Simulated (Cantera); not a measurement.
Feed: 1 mol Ta2O5, 4 mol CH4, 0.37 mol CO, held at 0.133 bar.

These are equilibrium values from Cantera (NASA tables, ideal gas, pure condensed phases), not measurements of a reactor. Candidate condensed phases: C, C6H6, C7H8, C8H18, H2O, Ta, TaC, Ta2O5; 113 gas species. Mutual solubility and eutectic melting of coexisting phases are not modelled. TaC: taken at fixed stoichiometry. Condensed phases not in the tables: Ta2C. The numbers say what is thermodynamically allowed, not how fast it happens.

### Question
At 1775 °C, list the 5 most abundant gas species with their mole fractions, and the condensed phases.

### Answer
H2 0.706, CO 0.286, H 0.00515, H2O 0.00267, CO2 0.000228. Condensed: TaC(s) + Ta2O5(s).
